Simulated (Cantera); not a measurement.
A Cantera script and its output.

```python
import numpy as np
import cantera as ct

gas = ct.Solution("h2o2.yaml")
gas.TPX = 1273, 28000, {'H2': 0.17, 'O2': 1, 'N2': 2.8}
reactor = ct.IdealGasConstPressureReactor(gas, energy="off", clone=False)
net = ct.ReactorNet([reactor])
net.rtol, net.atol = 1e-08, 1e-18
show = ['H2', 'O2', 'OH', 'H2O2', 'H2O', 'H']
times = np.geomspace(2e-06, 10, 12)

steps = ct.SolutionArray(gas, extra=["t"])
rows = []
print(f"{'t/s':>10s}{'T/K':>9s}{'P/Pa':>11s}" + "".join(f"{s:>11s}" for s in show))
for t in times:
    while net.time < t:
        t_next = net.step()
        steps.append(gas.state, t=t_next)
    rows.append([np.interp(t, steps.t, y) for y in (steps.T, steps.P, *steps(*show).X.T)])
    print(f"{t:10.3e}{rows[-1][0]:9.1f}{rows[-1][1]:11.4g}" + "".join(f"{x:11.3e}" for x in rows[-1][2:]))
rate = np.gradient(steps.T, steps.t)
print("integrator steps:", len(steps.t))
if steps.T.max() > steps.T[0] + 200:
    print(f"time of steepest temperature rise: {steps.t[rate.argmax()]:.4e} s")
gas.TPX = 1273, 28000, {'H2': 0.17, 'O2': 1, 'N2': 2.8}
gas.equilibrate("TP")
print(f"equilibrium (TP): T = {gas.T:.1f} K  " + "  ".join(f"{s} {gas[s].X[0]:.3e}" for s in show))
```

Output:

```
       t/s      T/K       P/Pa         H2         O2         OH       H2O2        H2O          H
 2.000e-06   1273.0    2.8e+04  4.282e-02  2.519e-01  2.096e-10  2.042e-13  4.555e-11  1.338e-09
 8.129e-06   1273.0    2.8e+04  4.282e-02  2.519e-01  2.287e-09  3.376e-12  2.133e-09  5.298e-09
 3.304e-05   1273.0    2.8e+04  4.282e-02  2.519e-01  5.260e-08  5.829e-11  1.412e-07  8.496e-08
 1.343e-04   1273.0    2.8e+04  3.865e-02  2.493e-01  8.968e-04  2.143e-07  2.991e-03  1.459e-03
 5.458e-04   1273.0    2.8e+04  6.372e-04  2.321e-01  1.683e-03  9.109e-07  4.129e-02  1.560e-03
 2.218e-03   1273.0    2.8e+04  4.665e-05  2.352e-01  4.359e-04  3.279e-07  4.346e-02  2.879e-05
 9.016e-03   1273.0    2.8e+04  3.187e-06  2.355e-01  1.214e-04  6.669e-08  4.369e-02  6.009e-07
 3.664e-02   1273.0    2.8e+04  3.623e-07  2.355e-01  4.363e-05  1.323e-08  4.374e-02  2.763e-08
 1.489e-01   1273.0    2.8e+04  6.259e-08  2.355e-01  1.871e-05  2.934e-09  4.375e-02  2.191e-09
 6.053e-01   1273.0    2.8e+04  1.544e-08  2.355e-01  9.376e-06  8.147e-10  4.375e-02  2.817e-10
 2.460e+00   1273.0    2.8e+04  9.197e-09  2.355e-01  7.190e-06  5.026e-10  4.375e-02  1.311e-10
 1.000e+01   1273.0    2.8e+04  9.125e-09  2.355e-01  7.160e-06  4.990e-10  4.375e-02  1.296e-10
integrator steps: 1656
equilibrium (TP): T = 1273.0 K  H2 9.125e-09  O2 2.355e-01  OH 7.160e-06  H2O2 4.990e-10  H2O 4.375e-02  H 1.296e-10
```

Model: the H2/O2 subset of GRI-Mech 3.0, which has no nitrogen chemistry, integrated in Cantera. The temperature is held fixed by assumption; the heat of reaction is taken as removed at once.
